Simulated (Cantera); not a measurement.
Charge: 1 mol Pb, 0.86 mol H2, 2.6 mol N2, equilibrated at 1573.15 K.

These are equilibrium values from Cantera (NASA tables, ideal gas, pure condensed phases), not measurements of a reactor. Candidate condensed phases: Pb; 11 gas species. Equilibrium is a limit: real reactors are often held back by kinetics, nucleation or transport.

**Question.** What share of the Pb ends up in condensed phases as a function of P (Pa), at 10, 42, 180, 750, 3200, 13000, 56000, 240000, 1000000?

**Answer.** 
```
P (Pa)   Pb condensed (%)     as
-------  ----------------  -----
10                    0.0      -
42                    0.0      -
180                   0.0      -
750                   0.0      -
3200                  0.0      -
13000                 0.0      -
56000                67.5  Pb(l)
240000               92.9  Pb(l)
1000000              98.3  Pb(l)
```
